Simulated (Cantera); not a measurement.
A closed system holds: 1 mol Fe2O3, 2.7 mol C, 4.6 mol H2, equilibrated at 1000 Pa.

Method: chemical equilibrium by Gibbs-energy minimisation in Cantera with the NASA 1993 tables (ideal gas, pure condensed phases). Candidate condensed phases: C, C6H6, C7H8, C8H18, Fe, Fe(CO)5, FeO, Fe(OH)2, Fe(OH)3, Fe2O3, Fe3O4, H2O; 114 gas species. Kinetics and transport are ignored.

Question: At 2323 K, list the 5 most abundant gas species with their mole fractions, and the condensed phases.

Answer: H2 0.415, CO 0.277, Fe 0.207, H 0.0702, H2O 0.0266. Condensed: gas only.
